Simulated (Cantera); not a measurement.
Equilibrium for carbon deposition, reforming and gasification: CO + H2 + N2

A closed system holds: 1 mol CO, 2.8 mol H2, 5.6 mol N2, held at 10.0 mbar.

Equilibrium computed with Cantera from the NASA thermochemical tables; the gas is ideal and each condensed phase is pure. Candidate condensed phases: C, C6H6, C7H8, C8H18, H2O; 136 gas species. Equilibrium is a limit: real reactors are often held back by kinetics, nucleation or transport.

```json
[
 {"T (K)": "973", "x N2": "0.596", "x H2": "0.298", "x CO": "0.106", "x H2O": "0.000196", "x H": "5.90e-9", "x CH4": "0.000114", "n C(graphite)": "0.00182"},
 {"T (K)": "1023", "x N2": "0.596", "x H2": "0.298", "x CO": "0.106", "x H2O": "8.66e-5", "x H": "2.26e-8", "x CH4": "6.65e-5", "n C(graphite)": "0.000539"},
 {"T (K)": "1073", "x N2": "0.596", "x H2": "0.298", "x CO": "0.106", "x H2O": "4.12e-5", "x H": "7.64e-8", "x CH4": "4.07e-5", "n C(graphite)": "0"},
 {"T (K)": "1123", "x N2": "0.596", "x H2": "0.298", "x CO": "0.106", "x H2O": "2.47e-5", "x H": "2.32e-7", "x CH4": "2.20e-5", "n C(graphite)": "0"},
 {"T (K)": "1173", "x N2": "0.596", "x H2": "0.298", "x CO": "0.106", "x H2O": "1.89e-5", "x H": "6.43e-7", "x CH4": "1.03e-5", "n C(graphite)": "0"},
 {"T (K)": "1223", "x N2": "0.596", "x H2": "0.298", "x CO": "0.106", "x H2O": "1.64e-5", "x H": "1.64e-6", "x CH4": "4.60e-6", "n C(graphite)": "0"},
 {"T (K)": "1273", "x N2": "0.596", "x H2": "0.298", "x CO": "0.106", "x H2O": "1.54e-5", "x H": "3.89e-6", "x CH4": "2.04e-6", "n C(graphite)": "0"},
 {"T (K)": "1323", "x N2": "0.596", "x H2": "0.298", "x CO": "0.106", "x H2O": "1.50e-5", "x H": "8.65e-6", "x CH4": "9.36e-7", "n C(graphite)": "0"},
 {"T (K)": "1373", "x N2": "0.596", "x H2": "0.298", "x CO": "0.106", "x H2O": "1.48e-5", "x H": "1.82e-5", "x CH4": "4.47e-7", "n C(graphite)": "0"},
 {"T (K)": "1423", "x N2": "0.596", "x H2": "0.298", "x CO": "0.106", "x H2O": "1.48e-5", "x H": "3.62e-5", "x CH4": "2.24e-7", "n C(graphite)": "0"},
 {"T (K)": "1473", "x N2": "0.596", "x H2": "0.298", "x CO": "0.106", "x H2O": "1.47e-5", "x H": "6.90e-5", "x CH4": "1.17e-7", "n C(graphite)": "0"},
 {"T (K)": "1523", "x N2": "0.596", "x H2": "0.298", "x CO": "0.106", "x H2O": "1.48e-5", "x H": "0.000126", "x CH4": "6.39e-8", "n C(graphite)": "0"}
]
```
x: gas mole fraction; n: condensed amount in mol.

From 973 K to 1023 K the condensed part is C(graphite). From 1073 K to 1523 K nothing is condensed. The main C-bearing gas is CO throughout.
